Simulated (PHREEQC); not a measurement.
3.5 g of hydrous ferric oxide (600 m²/g; 0.2 weak and 0.005 strong sites per Fe, Dzombak-Morel constants, diffuse double layer) in 1 kg of water with 0.005 mol/kgw of an inert sodium salt and 1.9 mmol/kgw MgCl2, at 25 °C; the pH is set by adding NaOH or the inert anion's acid. Oxygen alone is held at its pressure in air (log pO2 = -0.68). CO2 from the air is kept out. No solid was allowed to form.

Equilibrium calculation in PHREEQC: ion-association model, wateq4f.dat.

Problem. Predict Mg sorbed (%), surface charge σ (C/m²), surface potential ψ (mV) at pH = 3, 6.38, 7.12, 9.

Solution. 
```
pH    Mg sorbed (%)  surface charge σ (C/m²)  surface potential ψ (mV)
----  -------------  -----------------------  ------------------------
3               0.0                    0.334                       197
6.38            0.7                    0.036                        92
7.12           12.4                    0.016                        57
9              99.3                   -0.004                       -19
```

The oxide is taken as insoluble; below pH 4 it would dissolve.
